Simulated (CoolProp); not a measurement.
The numbers come from the reference Helmholtz-energy equation of state, Lemmon 2006 in CoolProp. It is a short technical equation, of lower accuracy than the large ones.

**Question.** Give the vapour pressure (MPa), liquid density (kg/m³), vapour density (kg/m³), surface tension (mN/m) of saturated acetone at 4.95, 36.05 °C.

**Answer.** 
| T (°C) | p (MPa) | liquid density (kg/m³) | vapour density (kg/m³) | surface tension (mN/m) |
|---|---|---|---|---|
| 4.95 | 0.0120 | 807 | 0.306 | 25.2 |
| 36.05 | 0.0485 | 772 | 1.13 | 21.3 |

Surface tension comes from a separate correlation (Mulero 2012).
